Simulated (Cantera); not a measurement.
**Equilibrium for carbon deposition, reforming and gasification: C + H₂O**

Feed: 1 mol C, 3.8 mol H₂O, at 1000 Pa.

Equilibrium computed with Cantera from the NASA thermochemical tables; the gas is ideal and each condensed phase is pure. Candidate condensed phases: C, C₆H₆, C₇H₈, C₈H₁₈, H₂O; 110 gas species. Rates play no part.

```json
[
 {"T (°C)": "1327", "x H₂O": "0.506", "x H₂": "0.285", "x CO": "0.131", "x H": "0.000290", "x CO₂": "0.0773", "x OH": "2.02e-5", "x O": "1.71e-8", "x O₂": "1.38e-8"},
 {"T (°C)": "1477", "x H₂O": "0.513", "x H₂": "0.278", "x CO": "0.138", "x H": "0.00123", "x CO₂": "0.0703", "x OH": "0.000133", "x O": "4.60e-7", "x O₂": "3.79e-7"},
 {"T (°C)": "1627", "x H₂O": "0.516", "x H₂": "0.271", "x CO": "0.143", "x H": "0.00413", "x CO₂": "0.0648", "x OH": "0.000647", "x O": "7.41e-6", "x O₂": "6.17e-6"},
 {"T (°C)": "1777", "x H₂O": "0.516", "x H₂": "0.263", "x CO": "0.146", "x H": "0.0116", "x CO₂": "0.0604", "x OH": "0.00250", "x O": "7.97e-5", "x O₂": "6.71e-5"},
 {"T (°C)": "1927", "x H₂O": "0.506", "x H₂": "0.252", "x CO": "0.148", "x H": "0.0283", "x CO₂": "0.0563", "x OH": "0.00792", "x O": "0.000620", "x O₂": "0.000525"},
 {"T (°C)": "2077", "x H₂O": "0.474", "x H₂": "0.239", "x CO": "0.148", "x H": "0.0610", "x CO₂": "0.0509", "x OH": "0.0209", "x O": "0.00360", "x O₂": "0.00297"},
 {"T (°C)": "2227", "x H₂O": "0.399", "x H₂": "0.226", "x CO": "0.145", "x H": "0.120", "x CO₂": "0.0411", "x OH": "0.0437", "x O": "0.0152", "x O₂": "0.0110"}
]
```
x: gas mole fraction; nothing condenses.

From 1327 °C to 2227 °C nothing is condensed. The main C-bearing gas is CO throughout.
